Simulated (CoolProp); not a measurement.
Vapour-liquid equilibrium of acetone (1) + p-xylene (2) at 0.156 MPa; x and y are mole fractions of (1).

The numbers come from the multi-fluid Helmholtz-energy mixture model, Lemmon 2006 and Zhou 2012; pair parameters Bell 2016 in CoolProp.

Question: Give the bubble temperature and the first vapour's composition at x = 0.15, 0.25, 0.55. Is there an azeotrope?

Answer: x = 0.15: 386.8 K, y = 0.707; x = 0.25: 374.4 K, y = 0.819; x = 0.55: 356.8 K, y = 0.929. No azeotrope shows between x = 0.05 and 0.95.

Pair parameters are fitted to limited data, so mixtures are less certain than the pure fluids.
